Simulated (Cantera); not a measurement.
Input: 1 mol B2H6, 0.22 mol O2, 15 mol H2, equilibrated at 66.0 mbar.

These are equilibrium values from Cantera (NASA tables, ideal gas, pure condensed phases), not measurements of a reactor. Candidate condensed phases: B, B2O3, B3O3H3, H2O; 23 gas species. The feed counts by its element totals alone. The tables' values for BH2 are old estimates; treat these amounts as uncertain. Gases not in the tables: B2H6 and higher boranes. Rates play no part.

x: gas mole fraction; n: condensed amount in mol.

| T (°C) | x H2 | x H | x HBO | x BO | n B(s) |
|---|---|---|---|---|---|
| 1277 | 0.980 | 0.000121 | 0.0168 | [?] | 1.57 |
| 1352 | 0.978 | 0.000272 | 0.0187 | [?] | 1.57 |
| 1427 | 0.977 | 0.000567 | 0.0196 | [?] | 1.56 |
| 1502 | 0.977 | 0.00111 | 0.0200 | [?] | 1.56 |
| 1577 | 0.975 | 0.00207 | 0.0202 | [?] | 1.56 |
| 1652 | 0.973 | 0.00367 | 0.0202 | [?] | 1.56 |
| 1727 | 0.970 | 0.00624 | 0.0199 | [?] | 1.55 |
| 1802 | 0.966 | 0.0102 | 0.0193 | [?] | 1.55 |
| 1877 | 0.960 | 0.0161 | 0.0183 | [?] | 1.54 |
| 1952 | 0.951 | 0.0246 | 0.0171 | [?] | 1.53 |
| 2027 | 0.938 | 0.0365 | 0.0156 | [?] | 1.52 |

**Question.** Some entries are withheld; supply them.

**Answer.** 
- 1277, x BO: 5.05e-5
- 1352, x BO: 0.000114
- 1427, x BO: 0.000227
- 1502, x BO: 0.000418
- 1577, x BO: 0.000725
- 1652, x BO: 0.00119
- 1727, x BO: 0.00185
- 1802, x BO: 0.00275
- 1877, x BO: 0.00389
- 1952, x BO: 0.00527
- 2027, x BO: 0.00682
